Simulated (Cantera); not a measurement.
Input (Python, Cantera) and output of one run.

```python
import numpy as np
import cantera as ct

gas_names = """
    CL CL2 H HCL H2 Si SiCL SiCL2 SiCL3 SiCL4 SiH SiHCL3 SiH2 SiH2CL2 SiH3 SiH3CL SiH4 Si2 Si3
""".split()
cond_names = """
    Si(cr) Si(L)
""".split()


# ... load() reads the species with a 1 bar reference pressure and builds the phases ...
atoms = {
    'SiCl4': {'Si': 1, 'CL': 4},
    'H2': {'H': 2},
}
top_T = {}  # K; cautious upper limits of use, not melting points


# ... equilibrate(T, P, feed) seeds the gas with the atoms and calls Mixture.equilibrate('TP', solver="vcs", rtol=1e-11, max_steps=5000) ...
results = []
feed = {'SiCl4': 1, 'H2': 1}  # mol
P = 280000  # Pa
for T in [525, 550, 575, 600, 625, 650, 675, 700, 725, 750]:
    mix = equilibrate(T, P, feed)
    results.append((T, P, feed, dict(zip(mix.species_names, mix.species_moles))))

top = {s: max(r[3][s] / sum(r[3][g] for g in gas_names) for r in results) for s in gas_names}
cols = sorted((s for s in top if top[s] > 1e-05), key=lambda s: -top[s])[:6]
seen = [c for c in cond_names if any(r[3].get(c, 0) > 1e-12 for r in results)]
print("log10 of partial pressures in bar; condensed amounts in mol")
print(f"{'T/K':>10s}" + "".join(f"{s[:9]:>10s}" for s in cols + seen))
for T, P, feed, n in results:
    ng = sum(n[g] for g in gas_names)
    print(f"{T:10.4g}" + "".join(f"{np.log10(max(n[s] / ng * P / 1e5, 1e-99)):10.3f}" for s in cols)
          + "".join(f"{n.get(c, 0):10.4g}" for c in seen))
```

Result:

```
log10 of partial pressures in bar; condensed amounts in mol
       T/K     SiCL4        H2       HCL    SiHCL3   SiH2CL2
       525     0.145     0.145    -2.576    -2.576    -6.715
       550     0.145     0.145    -2.415    -2.416    -6.351
       575     0.144     0.144    -2.270    -2.270    -6.020
       600     0.144     0.144    -2.136    -2.137    -5.717
       625     0.143     0.143    -2.015    -2.015    -5.440
       650     0.142     0.142    -1.903    -1.903    -5.185
       675     0.141     0.141    -1.800    -1.800    -4.950
       700     0.140     0.140    -1.704    -1.705    -4.732
       725     0.139     0.139    -1.616    -1.617    -4.531
       750     0.137     0.137    -1.534    -1.536    -4.343
```

Method: chemical equilibrium by Gibbs-energy minimisation in Cantera with the NASA 1993 tables (ideal gas, pure condensed phases).
